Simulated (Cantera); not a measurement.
## Fe₂O₃ + CH₄ + CO (carbothermic reduction)

A closed system holds: 1 mol Fe₂O₃, 0.86 mol CH₄, 2.5 mol CO, equilibrated at 97.0 Pa.

Equilibrium computed with Cantera from the NASA thermochemical tables; the gas is ideal and each condensed phase is pure. Candidate condensed phases: C, C₆H₆, C₇H₈, C₈H₁₈, Fe, Fe(CO)₅, FeO, Fe(OH)₂, Fe(OH)₃, Fe₂O₃, Fe₃O₄, H₂O; 114 gas species. Mutual solubility and eutectic melting of coexisting phases are not modelled. The tables' stoichiometric FeO is somewhat more stable than real wüstite, so its field is too wide. FeO: taken at fixed stoichiometry. Equilibrium is a limit: real reactors are often held back by kinetics, nucleation or transport.

From 1025 K to 1175 K the condensed part is Fe(α) + FeO(s). From 1325 K to 1625 K the condensed part is Fe(γ) + FeO(s). At 1775 K the condensed part is Fe(δ) + FeO(l). From 1925 K to 2075 K the condensed part is FeO(l). From 2225 K to 2525 K nothing is condensed.

```tsv
T (K)	x CO	x H₂	x Fe	x H	x H₂O	x CO₂	x O	x OH	x O₂	x FeO	n Fe(α)	n FeO(s)	n Fe(γ)	n Fe(δ)	n FeO(l)
1025	0.531	0.285	5.07e-11	7.46e-8	0.0539	0.130	<1e-12	3.78e-11	<1e-12	<1e-12	0.797	1.20	0	0	0
1175	0.548	0.268	2.17e-8	2.04e-6	0.0708	0.113	<1e-12	3.75e-9	<1e-12	3.85e-12	0.794	1.21	0	0	0
1325	0.559	0.253	2.26e-6	2.64e-5	0.0859	0.102	1.30e-11	1.31e-7	2.14e-12	1.31e-9	0	1.19	0.815	0	0
1475	0.568	0.240	9.01e-5	0.000204	0.0981	0.0933	1.63e-9	2.18e-6	3.11e-10	1.31e-7	0	1.17	0.832	0	0
1625	0.574	0.230	0.00179	0.00109	0.107	0.0862	8.31e-8	2.14e-5	1.77e-8	5.47e-6	0	1.15	0.837	0	0
1775	0.575	0.225	0.0210	0.00441	0.103	0.0709	1.93e-6	0.000126	3.92e-7	0.000104	0	0	0	0.657	1.23
1925	0.503	0.185	0.137	0.0132	0.0979	0.0620	3.22e-5	0.000604	7.42e-6	0.00120	0	0	0	0	1.18
2075	0.360	0.0882	0.249	0.0254	0.142	0.120	0.000964	0.00467	0.000664	0.00950	0	0	0	0	0.190
2225	0.339	0.0704	0.254	0.0552	0.126	0.113	0.00778	0.0143	0.00586	0.0147	0	0	0	0	0
2375	0.341	0.0622	0.236	0.113	0.0819	0.0769	0.0323	0.0265	0.0177	0.0131	0	0	0	0	0
2525	0.334	0.0461	0.213	0.193	0.0330	0.0381	0.0809	0.0295	0.0237	0.00817	0	0	0	0	0
```
x: gas mole fraction; n: condensed amount in mol.
